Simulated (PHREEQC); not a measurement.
Dissolve 0.00066 mol FeSO4 and 0.00025 mol NaHCO3 per kg of water at 25 °C. Closed to the air; pH follows from the charge balance.

Model: ion-association model, phreeqc.dat, run in PHREEQC.

Task: The ionic strength comes out as 0.00267 mol/kgw. What activity coefficients do SO4-2, FeHCO3+, HCO3-, FeOH+, Fe+2 get?

Result: SO4-2 0.80, FeHCO3+ 0.94, HCO3- 0.95, FeOH+ 0.95, Fe+2 0.80.

Precipitation was switched off in this run. The solution is supersaturated, for example in Siderite, so a real one may precipitate; this is no full list.
